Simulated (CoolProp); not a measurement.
Propylene glycol along the isobar 145 kPa: Z from the reference equation and from simpler models built on Tc = 674.0 K, pc = 7292 kPa, ω = 0.327; each cubic takes its own stable root.

The numbers come from the reference Helmholtz-energy equation of state, Eisenbach 2021 in CoolProp.

| T (K) | phase | reference |
|---|---|---|
| 323.3 | liquid | 0.004051 |
| 336.7 | liquid | 0.003931 |
| 350.1 | liquid | 0.003821 |
| 363.5 | liquid | 0.003721 |
| 376.9 | liquid | 0.003630 |
| 390.3 | liquid | 0.003547 |
| 403.7 | liquid | 0.003472 |
| 417.1 | liquid | 0.003404 |
| 430.4 | liquid | 0.003343 |

### Question
How far does each simpler model (van der Waals, Redlich-Kwong, Soave-Redlich-Kwong, Peng-Robinson) lie from the reference over these 9 states: mean and median of the absolute difference, and the worst?

### Answer
- van der Waals: mean 26705.1 %, median 26817.4 %, worst +29304.7 % at 430.4 K and 145 kPa
- Redlich-Kwong: mean 9502.1 %, median 4.7 %, worst +29098.3 % at 430.4 K and 145 kPa
- Soave-Redlich-Kwong: mean 1.1 %, median 1.1 %, worst +1.4 % at 430.4 K and 145 kPa
- Peng-Robinson: mean 10.3 %, median 10.3 %, worst -10.3 % at 390.3 K and 145 kPa

At some of these states van der Waals, Redlich-Kwong gives the other phase, because its saturation line lies elsewhere.
